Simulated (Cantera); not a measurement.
Input: 1 mol Nb₂O₅, 11 mol H₂, equilibrated at 100000 Pa.

These are equilibrium values from Cantera (NASA tables, ideal gas, pure condensed phases), not measurements of a reactor. Candidate condensed phases: H₂O, Nb, NbO, NbO₂, Nb₂O₅; 12 gas species. Condensed phases not in the tables: the oxides between NbO₂ and Nb₂O₅. Kinetics and transport are ignored.

At 1998 K, list the 4 most abundant gas species with their mole fractions, and the condensed phases.

H₂ 0.908, H₂O 0.0908, H 0.00153, OH 1.52e-5. Condensed: NbO₂(s).
